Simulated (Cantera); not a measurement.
A closed system holds: 1 mol SiCl₄, 0.61 mol HCl, 4.3 mol H₂, at 898 K and 1.10 bar.

These are equilibrium values from Cantera (NASA tables, ideal gas, pure condensed phases), not measurements of a reactor. Candidate condensed phases: Si; 19 gas species. The tables' values for SiCl₃ are old estimates; treat these amounts as uncertain. Equilibrium is a limit: real reactors are often held back by kinetics, nucleation or transport.

### Question
What is the equilibrium state?

### Answer
| Property | Result |
|---|---|
| x(H₂) | 0.724 |
| x(SiCl₄) | 0.166 |
| x(HCl) | 0.106 |
| x(SiHCl₃) | 0.00315 |
| x(SiCl₃) | 1.42e-5 |
| x(SiH₂Cl₂) | 5.64e-6 |
| gas amount | 5.910 mol |
| log10 activity of Si(s) (absent) | -5.56 |
